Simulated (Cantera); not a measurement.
A Cantera script and its output.

```python
import numpy as np
import cantera as ct

gas = ct.Solution("gri30.yaml")
gas.TPX = 2048, 1100, {'NO': 1, 'N2': 6.6}
reactor = ct.IdealGasConstPressureReactor(gas, energy="off", clone=False)
net = ct.ReactorNet([reactor])
net.rtol, net.atol = 1e-08, 1e-18
show = ['NO', 'N2', 'N2O', 'O2', 'O']
times = np.geomspace(0.0001, 200, 10)

steps = ct.SolutionArray(gas, extra=["t"])
rows = []
print(f"{'t/s':>10s}{'T/K':>9s}{'P/Pa':>11s}" + "".join(f"{s:>11s}" for s in show))
for t in times:
    while net.time < t:
        t_next = net.step()
        steps.append(gas.state, t=t_next)
    rows.append([np.interp(t, steps.t, y) for y in (steps.T, steps.P, *steps(*show).X.T)])
    print(f"{t:10.3e}{rows[-1][0]:9.1f}{rows[-1][1]:11.4g}" + "".join(f"{x:11.3e}" for x in rows[-1][2:]))
rate = np.gradient(steps.T, steps.t)
print("integrator steps:", len(steps.t))
if steps.T.max() > steps.T[0] + 200:
    print(f"time of steepest temperature rise: {steps.t[rate.argmax()]:.4e} s")
gas.TPX = 2048, 1100, {'NO': 1, 'N2': 6.6}
gas.equilibrate("TP")
print(f"equilibrium (TP): T = {gas.T:.1f} K  " + "  ".join(f"{s} {gas[s].X[0]:.3e}" for s in show))
```

It prints:

```
       t/s      T/K       P/Pa         NO         N2        N2O         O2          O
 1.000e-04   2048.0       1100  1.316e-01  8.684e-01  3.104e-08  4.290e-12  3.115e-08
 5.013e-04   2048.0       1100  1.316e-01  8.684e-01  1.544e-07  1.081e-10  1.573e-07
 2.513e-03   2048.0       1100  1.316e-01  8.684e-01  7.460e-07  2.781e-09  8.158e-07
 1.260e-02   2048.0       1100  1.316e-01  8.684e-01  3.127e-06  7.742e-08  4.689e-06
 6.316e-02   2048.0       1100  1.315e-01  8.684e-01  7.521e-06  2.550e-06  3.142e-05
 3.166e-01   2048.0       1100  1.312e-01  8.685e-01  7.893e-06  8.007e-05  1.761e-04
 1.587e+00   2048.0       1100  1.277e-01  8.701e-01  6.608e-06  1.653e-03  5.736e-04
 7.958e+00   2048.0       1100  9.725e-02  8.850e-01  3.221e-06  1.649e-02  1.255e-03
 3.989e+01   2048.0       1100  1.306e-02  9.267e-01  7.195e-08  5.808e-02  2.208e-03
 2.000e+02   2048.0       1100  5.164e-03  9.306e-01  3.298e-08  6.199e-02  2.290e-03
integrator steps: 935
equilibrium (TP): T = 2048.0 K  NO 5.164e-03  N2 9.306e-01  N2O 3.298e-08  O2 6.199e-02  O 2.290e-03
```

Model: GRI-Mech 3.0 (53 species, 325 reactions), integrated in Cantera. Radical loss at walls, strong at low pressure, is not modelled.
